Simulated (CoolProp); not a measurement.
Saturation properties of chlorine (Tc = 143.7 °C, pc = 7642 kPa, ω = 0.070).

Computed with CoolProp (reference Helmholtz-energy equation of state, Thol 2021).

| T (°C) | p (kPa) | liquid density (kg/m³) | vapour density (kg/m³) | enthalpy of vaporisation (kJ/kg) | liquid cp (kJ/(kg K)) |
|---|---|---|---|---|---|
| -74.45 | 11.21 | 1673 | 0.4837 | 308.7 | 0.9396 |
| -60.65 | 26.42 | 1636 | 1.071 | 301.5 | 0.9378 |
| -46.95 | 55.07 | 1599 | 2.113 | 294.2 | 0.9381 |
| -33.25 | 104.5 | 1562 | 3.818 | 286.6 | 0.9409 |
| -19.55 | 183.5 | 1524 | 6.431 | 278.5 | 0.9468 |
| -5.85 | 302.5 | 1485 | 10.23 | 269.9 | 0.9562 |
| 7.85 | 472.5 | 1445 | 15.53 | 260.7 | 0.9696 |
| 21.65 | 707.6 | 1403 | 22.76 | 250.5 | 0.9876 |
| 35.35 | 1017 | 1360 | 32.25 | 239.5 | 1.011 |
| 49.05 | 1414 | 1315 | 44.57 | 227.3 | 1.042 |
| 62.75 | 1913 | 1266 | 60.39 | 213.8 | 1.082 |
| 76.45 | 2525 | 1214 | 80.67 | 198.6 | 1.138 |
| 90.15 | 3262 | 1156 | 106.8 | 181.3 | 1.219 |

It boils at -34.0 °C under 1 atm.
